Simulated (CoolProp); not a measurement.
Hydrogen chloride at several states: fugacity coefficient from the reference equation and from simpler models built on Tc = 324.7 K, pc = 8314 kPa, ω = 0.130; each cubic takes its own stable root.

Model: reference Helmholtz-energy equation of state, Thol 2018, in CoolProp.

| T (K) | p (kPa) | phase | reference | van der Waals | Redlich-Kwong | Soave-Redlich-Kwong | Peng-Robinson |
|---|---|---|---|---|---|---|---|
| 397.3 | 58.8 | gas | 0.9986 | 0.9987 | 0.9987 | 0.9988 | 0.9985 |
| 494.8 | 540 | gas | 0.9936 | 0.9935 | 0.9940 | 0.9953 | 0.9938 |
| 506.7 | 3060 | gas | 0.9677 | 0.9662 | 0.9695 | 0.9766 | 0.9686 |
| 274.5 | 1130 | gas | 0.9142 | 0.9400 | 0.9261 | 0.9241 | 0.9185 |
